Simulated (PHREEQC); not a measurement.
Model water analysis in mg/kgw, 25 °C, pH 3.1, pe 10.6: Na 193; K 150; Ca 81.7; Mg 4.81; Cl 29.7; S(6) as SO4 1260; Al 97.4; N(5) as NO3 31.2.

Valence states are taken as typed.

Model: ion-association model, wateq4f.dat, run in PHREEQC.

Each row changes one thing in this solution. Precipitation was switched off in this run.

```json
[
 {"case": "as made", "ionic strength (mol/kgw)": "0.0312", "SO4-2 (mol/kgw)": "0.00830", "Ca+2 (mol/kgw)": "0.00139", "Al+3 (mol/kgw)": "0.000562", "HSO4- (mol/kgw)": "0.000396", "Mg+2 (mol/kgw)": "0.000128", "SI of Gypsum (CaSO4:2H2O)": "-0.91", "SI of Gibbsite (Al(OH)3)": "-2.59"},
 {"case": "N(5) from 31.2 to 93.6 mg/kgw", "ionic strength (mol/kgw)": "0.0317", "SO4-2 (mol/kgw)": "0.00831", "Ca+2 (mol/kgw)": "0.00140", "Al+3 (mol/kgw)": "0.000566", "HSO4- (mol/kgw)": "0.000396", "Mg+2 (mol/kgw)": "0.000128", "SI of Gypsum (CaSO4:2H2O)": "-0.91", "SI of Gibbsite (Al(OH)3)": "-2.59"},
 {"case": "K from 150 to 300 mg/kgw", "ionic strength (mol/kgw)": "0.0331", "SO4-2 (mol/kgw)": "0.00825", "Ca+2 (mol/kgw)": "0.00141", "Al+3 (mol/kgw)": "0.000583", "HSO4- (mol/kgw)": "0.000389", "Mg+2 (mol/kgw)": "0.000129", "SI of Gypsum (CaSO4:2H2O)": "-0.92", "SI of Gibbsite (Al(OH)3)": "-2.59"}
]
```

Complexes and solids missing from the database can't appear.
